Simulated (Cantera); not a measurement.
A closed system holds: 1 mol PbO, 0.065 mol O₂, 1.6 mol H₂, held at 1300 °C and 0.0100 bar.

These are equilibrium values from Cantera (NASA tables, ideal gas, pure condensed phases), not measurements of a reactor. Candidate condensed phases: H₂O, Pb, PbO, PbO₂, Pb₃O₄; 12 gas species. The numbers say what is thermodynamically allowed, not how fast it happens.

Base state: H₂O 0.434, Pb 0.384, H₂ 0.181, PbO 0.000558, H 0.000173, Pb₂ 2.00e-5, OH 1.50e-5 (mole fractions); condensed: gas only.

### Question
What changes in the equilibrium state with this change: O₂ from 0.065 to 0.4 mol?

### Answer
| species | before | after |
|---|---|---|
| H₂O | 0.434 | 0.613 |
| Pb | 0.384 | 0.307 |
| PbO | 0.000558 | 0.0774 |
| H₂ | 0.181 | 0.00147 |
| O₂ | 1.33e-8 | 0.000401 |
| OH | 1.50e-5 | 0.000235 |
| H | 0.000173 | 1.56e-5 |
| Pb₂ | 2.00e-5 | 1.28e-5 |
Gases not in the tables: (PbO)n polymers.
